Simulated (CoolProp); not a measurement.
n-butane at 410.44 K and 1.05 MPa is throttled through a valve to 0.582 MPa with no heat exchange. Each further row changes one setting.

Values from CoolProp's reference Helmholtz-energy equation of state, Bücker 2006.

```csv
case,temperature change (K),final density (kg/m³)
as stated,?,?
outlet pressure 0.175 MPa,?,3.11
outlet pressure 0.757 MPa,?,?
```

Fill in the missing entries.


- as stated, temperature change (K): -4.8
- as stated, final density (kg/m³): 10.7
- outlet pressure 0.175 MPa, temperature change (K): -8.9
- outlet pressure 0.757 MPa, temperature change (K): -3.1
- outlet pressure 0.757 MPa, final density (kg/m³): 14.2
